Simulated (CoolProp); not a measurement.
Saturated liquid density (kg/m³) of R365MFC: the reference equation beside estimates from Tc = 186.9 °C, pc = 3.266 MPa, ω = 0.377. Rackett uses Z = 0.29056 − 0.08775 ω.

Values from CoolProp's reference Helmholtz-energy equation of state, Lemmon 2016.

```csv
T (°C),reference,Rackett,van der Waals,Redlich-Kwong,Soave-Redlich-Kwong
11.75,1285,1376,769.1,1129,1187
17.15,1274,1363,762.6,1118,1177
22.55,1262,1350,756.0,1107,1166
27.95,1251,1337,749.2,1095,1156
33.45,1239,1324,742.2,1083,1144
38.85,1227,1311,735.2,1070,1133
44.25,1215,1297,728.1,1058,1121
49.65,1203,1283,720.7,1045,1109
55.15,1190,1269,713.1,1031,1096
60.55,1177,1255,705.4,1017,1083
65.95,1164,1240,697.6,1003,1070
71.35,1151,1226,689.5,988.8,1056
76.85,1137,1210,681.1,973.7,1041
82.25,1124,1195,672.6,958.4,1026
```

Absolute difference from the reference over all 14 rows, mean and median: Rackett 6.7 and 6.7 %, van der Waals 40.1 and 40.1 %, Redlich-Kwong 13.2 and 13.0 %, Soave-Redlich-Kwong 7.9 and 7.8 %.
